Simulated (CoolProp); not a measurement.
A single-stage vapour-compression cycle with sulfur hexafluoride: evaporating at 248.15 K (dew point), condensing at 299.15 K (bubble point), superheat 8 K, subcooling 0 K, compressor efficiency 0.65, no pressure losses. Each further row changes one setting.

The numbers come from the reference Helmholtz-energy equation of state, Guder 2009 in CoolProp.

```tsv
case	cooling COP	pressure ratio	discharge temperature (K)	refrigerating effect (kJ/kg)	volumetric capacity (kJ/m³)
as stated	1.85	4.14	316.9	50.9	2320
evaporating temperature 253.15 K	2.18	3.51	315.7	53.0	2840
condensing temperature 294.15 K	2.25	3.68	311.4	57.0	2590
subcooling 5 K	2.08	4.14	316.9	57.3	2610
superheat 18 K	1.95	4.14	326.5	57.4	2470
compressor efficiency 0.55	1.56	4.14	322.5	50.9	2320
```
